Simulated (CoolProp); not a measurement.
Hexamethyldisiloxane (MM) along the isobar 2.83 MPa: density (kg/m³) from the reference equation and from simpler models built on Tc = 518.7 K, pc = 1.931 MPa, ω = 0.418; each cubic takes its own stable root.

The numbers come from the reference Helmholtz-energy equation of state, Thol 2016 in CoolProp.

```json
[
 {"T (K)": "498", "phase": "liquid", "reference": "499.8"},
 {"T (K)": "506.7", "phase": "liquid", "reference": "479.0"},
 {"T (K)": "515.4", "phase": "liquid", "reference": "454.6"},
 {"T (K)": "524.1", "phase": "supercritical", "reference": "424.3"},
 {"T (K)": "532.9", "phase": "supercritical", "reference": "382.1"},
 {"T (K)": "541.6", "phase": "supercritical", "reference": "317.7"},
 {"T (K)": "550.3", "phase": "supercritical", "reference": "246.4"},
 {"T (K)": "559", "phase": "supercritical", "reference": "204.2"},
 {"T (K)": "567.7", "phase": "supercritical", "reference": "179.6"},
 {"T (K)": "576.4", "phase": "supercritical", "reference": "163.1"},
 {"T (K)": "585.1", "phase": "supercritical", "reference": "151.0"},
 {"T (K)": "593.9", "phase": "supercritical", "reference": "141.4"},
 {"T (K)": "602.6", "phase": "supercritical", "reference": "133.8"},
 {"T (K)": "611.3", "phase": "supercritical", "reference": "127.3"},
 {"T (K)": "620", "phase": "supercritical", "reference": "121.9"}
]
```

Question: How far does each simpler model (van der Waals, Redlich-Kwong, Soave-Redlich-Kwong) lie from the reference over these 15 states: mean and median of the absolute difference, and the worst?

Answer: 
- van der Waals: mean 21.1 %, median 20.5 %, worst -33.1 % at 498 K and 2.83 MPa
- Redlich-Kwong: mean 11.6 %, median 11.8 %, worst -15.6 % at 515.4 K and 2.83 MPa
- Soave-Redlich-Kwong: mean 8.7 %, median 5.9 %, worst -17.6 % at 532.9 K and 2.83 MPa
